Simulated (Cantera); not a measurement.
# Equilibrium for chlorosilane synthesis and conversion: SiCl4 + HCl + H2

Input: 1 mol SiCl4, 3.2 mol HCl, 2.8 mol H2, equilibrated at 0.100 bar.

Method: chemical equilibrium by Gibbs-energy minimisation in Cantera with the NASA 1993 tables (ideal gas, pure condensed phases). Candidate condensed phases: Si; 19 gas species. The tables' values for SiCl3 are old estimates; treat these amounts as uncertain. Kinetics and transport are ignored.

| T (°C) | x HCl | x H2 | x SiCl4 | x SiCl3 | x SiCl2 | x SiHCl3 |
|---|---|---|---|---|---|---|
| 625 | 0.457 | 0.400 | 0.143 | 6.98e-6 | 1.66e-8 | 0.000346 |
| 675 | 0.458 | 0.399 | 0.142 | 2.40e-5 | 1.37e-7 | 0.000559 |
| 725 | 0.458 | 0.399 | 0.142 | 7.27e-5 | 9.14e-7 | 0.000857 |
| 775 | 0.459 | 0.399 | 0.141 | 0.000197 | 5.04e-6 | 0.00126 |
| 825 | 0.459 | 0.398 | 0.141 | 0.000486 | 2.36e-5 | 0.00177 |
| 875 | 0.461 | 0.397 | 0.139 | 0.00110 | 9.56e-5 | 0.00240 |
| 925 | 0.463 | 0.395 | 0.137 | 0.00229 | 0.000338 | 0.00314 |
| 975 | 0.466 | 0.391 | 0.133 | 0.00441 | 0.00105 | 0.00393 |
| 1025 | 0.472 | 0.386 | 0.127 | 0.00780 | 0.00287 | 0.00466 |
| 1075 | 0.483 | 0.376 | 0.116 | 0.0125 | 0.00679 | 0.00516 |
x: gas mole fraction; nothing condenses.

From 625 °C to 1075 °C nothing is condensed. The main Si-bearing gas is SiCl4 throughout.
